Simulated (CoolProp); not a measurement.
A simple Rankine cycle with n-perfluorohexane: condensing at 303.15 K, boiler at 0.215 MPa, turbine inlet 369.6 K, turbine efficiency 0.6, pump efficiency 0.6, no recuperator. Each further row changes one setting.

Model: reference Helmholtz-energy equation of state, Gao 2022, in CoolProp.

```
case                             thermal efficiency (%)  net work (kJ/kg)  heat in (kJ/kg)  turbine exit temperature (K)  volume ratio over the turbine
-------------------------------  ----------------------  ----------------  ---------------  ----------------------------  -----------------------------
as stated                                           6.0              8.82              147                         357.0                           6.18
turbine inlet 389.6 K                               5.6                 …                …                         377.1                           6.09
condensing temperature 295.15 K                     6.8              10.6              156                         354.9                              …
boiler pressure 0.15 MPa                              …                 …                …                             …                           4.21
turbine efficiency 0.5                              5.0                 …              147                         358.7                           6.21
```

Question: What belongs in the gaps?

Answer: 
- turbine inlet 389.6 K, net work (kJ/kg): 9.40
- turbine inlet 389.6 K, heat in (kJ/kg): 166
- condensing temperature 295.15 K, volume ratio over the turbine: 8.73
- boiler pressure 0.15 MPa, thermal efficiency (%): 4.8
- boiler pressure 0.15 MPa, net work (kJ/kg): 7.18
- boiler pressure 0.15 MPa, heat in (kJ/kg): 148
- boiler pressure 0.15 MPa, turbine exit temperature (K): 360.0
- turbine efficiency 0.5, net work (kJ/kg): 7.32
